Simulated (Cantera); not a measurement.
A freely propagating, adiabatic, planar premixed flame of CH₄ : C₂H₆ : C₃H₈ : O₂ : N₂ = 1 : 0.7 : 0.059 : 3.95 : 14.9 (molar parts), unburnt at 675 K and 1.10 bar; mixture-averaged transport, grid criteria slope 0.08 and curve 0.16, no radiation.

Computed with Cantera and GRI-Mech 3.0 (53 species, 325 reactions). Burning velocities carry a grid error of a few per cent, more on coarse grids.

x: mole fraction of selected species; z is measured from the peak of heat release.

```tsv
z (mm)	T (K)	u (m/s)	x CH₄	x C₂H₆	x C₃H₈	x CH₃	x O	x H
-0.798	675	1.63	0.0484	0.0339	0.00286	1.04e-8	<1e-8	<1e-8
-0.532	677	1.64	0.0482	0.0338	0.00285	1.48e-7	<1e-8	<1e-8
-0.399	684	1.67	0.0478	0.0336	0.00284	6.85e-7	<1e-8	1.54e-8
-0.266	739	1.82	0.0458	0.0326	0.00279	1.22e-5	[?]	1.35e-6
-0.133	1110	2.80	0.0351	0.0231	0.00216	0.000811	[?]	9.43e-5
-0.0665	1512	3.90	0.0222	0.00920	0.000777	0.00384	[?]	0.000906
0	1890	4.97	0.00732	0.000596	1.97e-5	0.00385	[?]	0.00445
0.0665	2073	5.47	0.000963	3.59e-6	1.64e-8	0.000826	[?]	0.00901
0.133	2124	5.59	6.93e-5	<1e-8	<1e-8	7.55e-5	0.00289	0.0117
0.266	2158	5.65	2.93e-7	<1e-8	<1e-8	3.73e-7	0.00309	0.0129
0.532	2196	5.72	<1e-8	<1e-8	<1e-8	<1e-8	[?]	0.0118
1.06	2245	5.83	<1e-8	<1e-8	<1e-8	<1e-8	[?]	0.00958
2.13	2301	5.96	<1e-8	<1e-8	<1e-8	<1e-8	[?]	0.00701
```

Question: Some entries are withheld; supply them.

Answer: 
- -0.266, x O: 4.76e-8
- -0.133, x O: 6.84e-6
- -0.0665, x O: 0.000103
- 0, x O: 0.000713
- 0.0665, x O: 0.00196
- 0.532, x O: 0.00265
- 1.06, x O: 0.00199
- 2.13, x O: 0.00129
